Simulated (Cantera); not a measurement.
A freely propagating, adiabatic, planar premixed flame of H2 : O2 : N2 : H2O = 1 : 0.238 : 0.895 : 0.21 (molar parts), unburnt at 450 K and 2.10 bar; mixture-averaged transport, grid criteria slope 0.08 and curve 0.16, no radiation.

Detailed kinetics in Cantera: the H2/O2 subset of GRI-Mech 3.0, which has no nitrogen chemistry. The hydrogen kinetics of GRI-Mech 3.0 are dated; newer H2 mechanisms differ, most at raised pressure. Burning velocities carry a grid error of a few per cent, more on coarse grids.

x: mole fraction of selected species; z is measured from the peak of heat release.

```
z (mm)   T (K)  u (m/s)   x H2      x O2     x OH       x O     x HO2   x H2O2
-------  -----  -------  -----  --------  -------  --------  --------  -------
-0.420     450     4.36  0.427     0.102    <1e-8     <1e-8     <1e-8    <1e-8
-0.280     450     4.36  0.427     0.102    <1e-8     <1e-8     <1e-8    <1e-8
-0.210     450     4.36  0.427     0.102    <1e-8     <1e-8   3.23e-8    <1e-8
-0.140     451     4.36  0.426     0.102    <1e-8   3.27e-8   1.30e-6  7.10e-8
-0.0700      …     4.76  0.415     0.103        …         …         …        …
-0.0350      …     6.99  0.383    0.0960        …         …         …        …
0         1121     10.1  0.330    0.0733  0.00101  0.000805  0.000237  2.23e-5
0.0350    1389     12.4  0.275    0.0403  0.00192   0.00158  0.000102  3.21e-6
0.0700    1538     13.7  0.241    0.0164  0.00255   0.00128   3.81e-5  1.43e-6
0.140     1662     14.8  0.225   0.00231  0.00281  0.000547   5.02e-6  7.29e-7
0.280     1754     15.5  0.228  0.000252  0.00260  0.000288   6.08e-7  3.93e-7
0.560     1832     16.1  0.234   9.05e-5  0.00206  0.000144   2.52e-7  1.94e-7
1.12      1890     16.5  0.239   3.72e-5  0.00143   5.96e-5   1.14e-7  8.65e-8
```

Some entries are withheld; supply them.


- -0.0700, T (K): 501
- -0.0700, x OH: 2.35e-5
- -0.0700, x O: 4.99e-6
- -0.0700, x HO2: 0.000334
- -0.0700, x H2O2: 1.97e-5
- -0.0350, T (K): 756
- -0.0350, x OH: 0.000637
- -0.0350, x O: 0.000126
- -0.0350, x HO2: 0.000588
- -0.0350, x H2O2: 6.74e-5
